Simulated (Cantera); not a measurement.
Input (Python, Cantera) and output of one run.

```python
import numpy as np
import cantera as ct

gas_names = [...]  # 95 gases of nasa_gas.yaml made of C, F, H
cond_names = """
    C(gr) C6H6(L) C7H8(L) C8H18(L),n-octa
""".split()


# ... load() reads the species with a 1 bar reference pressure and builds the phases ...
atoms = {
    'C2F6': {'C': 2, 'F': 6},
    'H2': {'H': 2},
    'F2': {'F': 2},
}
top_T = {'C(gr)': 4500}  # K; cautious upper limits of use, not melting points


# ... equilibrate(T, P, feed) seeds the gas with the atoms and calls Mixture.equilibrate('TP', solver="vcs", rtol=1e-11, max_steps=5000) ...
results = []
T = 1898.15  # K
P = 59000  # Pa
for m in [1.2, 1.5, 1.9, 2.4, 3, 3.9, 4.9, 6.2, 7.9]:
    feed = {'C2F6': 1, 'H2': m, 'F2': 0.41}  # mol
    mix = equilibrate(T, P, feed)
    results.append((T, P, feed, dict(zip(mix.species_names, mix.species_moles))))
    x = sorted(zip(gas.X, gas.species_names), reverse=True)
    print(f"T = {T:g} K  P = {P:g} Pa  n(H2) = {m:g} mol  gas = {mix.phase_moles(0):.4g} mol")
    print("   x: " + "  ".join(f"{s} {v:.3e}" for v, s in x if v > 1e-06))
    print("   condensed (mol): " + ("  ".join(f"{mix.phase(i).name} {mix.phase_moles(i):.4g}"
          for i in range(1, mix.n_phases) if mix.phase_moles(i) > 1e-12) or "none"))
```

Result:

```
T = 1898.15 K  P = 59000 Pa  n(H2) = 1.2 mol  gas = 3.513 mol
   x: HF 6.832e-01  CF4 3.123e-01  CF2 3.331e-03  CF3 6.696e-04  F 4.511e-04  CHF3 2.700e-05  H2F2 2.316e-06  CF 1.230e-06
   condensed (mol): C(gr) 0.8889
T = 1898.15 K  P = 59000 Pa  n(H2) = 1.5 mol  gas = 3.963 mol
   x: HF 7.571e-01  CF4 2.390e-01  CF2 2.914e-03  CF3 5.479e-04  F 4.219e-04  CHF3 2.617e-05  H2F2 2.843e-06  CF 1.151e-06
   condensed (mol): C(gr) 1.039
T = 1898.15 K  P = 59000 Pa  n(H2) = 1.9 mol  gas = 4.562 mol
   x: HF 8.329e-01  CF4 1.639e-01  CF2 2.413e-03  CF3 4.128e-04  F 3.839e-04  CHF3 2.384e-05  H2F2 3.441e-06  CF 1.047e-06
   condensed (mol): C(gr) 1.239
T = 1898.15 K  P = 59000 Pa  n(H2) = 2.4 mol  gas = 5.311 mol
   x: HF 9.037e-01  CF4 9.387e-02  CF2 1.826e-03  F 3.340e-04  CF3 2.718e-04  CHF3 1.958e-05  H2F2 4.051e-06
   condensed (mol): C(gr) 1.49
T = 1898.15 K  P = 59000 Pa  n(H2) = 3 mol  gas = 6.21 mol
   x: HF 9.662e-01  CF4 3.232e-02  CF2 1.072e-03  F 2.558e-04  CF3 1.222e-04  CHF3 1.228e-05  H2F2 4.631e-06  H2 1.047e-06  H 1.042e-06
   condensed (mol): C(gr) 1.792
T = 1898.15 K  P = 59000 Pa  n(H2) = 3.9 mol  gas = 7.311 mol
   x: HF 9.328e-01  H2 6.686e-02  H 2.634e-04  C2H2,acetylene 2.518e-05  H2F2 4.317e-06  CH4 1.491e-06
   condensed (mol): C(gr) 2
T = 1898.15 K  P = 59000 Pa  n(H2) = 4.9 mol  gas = 8.312 mol
   x: HF 8.205e-01  H2 1.790e-01  H 4.310e-04  C2H2,acetylene 6.741e-05  CH4 1.068e-05  H2F2 3.340e-06
   condensed (mol): C(gr) 1.999
T = 1898.15 K  P = 59000 Pa  n(H2) = 6.2 mol  gas = 9.612 mol
   x: HF 7.095e-01  H2 2.898e-01  H 5.485e-04  C2H2,acetylene 1.092e-04  CH4 2.800e-05  H2F2 2.497e-06  CH3 1.062e-06
   condensed (mol): C(gr) 1.998
T = 1898.15 K  P = 59000 Pa  n(H2) = 7.9 mol  gas = 11.31 mol
   x: HF 6.028e-01  H2 3.963e-01  H 6.414e-04  C2H2,acetylene 1.493e-04  CH4 5.237e-05  H2F2 1.803e-06  CH3 1.699e-06
   condensed (mol): C(gr) 1.996
```

These are equilibrium values from Cantera (NASA tables, ideal gas, pure condensed phases), not measurements of a reactor. The feed counts by its element totals alone. Gases not in the tables: C2F6 and larger saturated fluorocarbons.
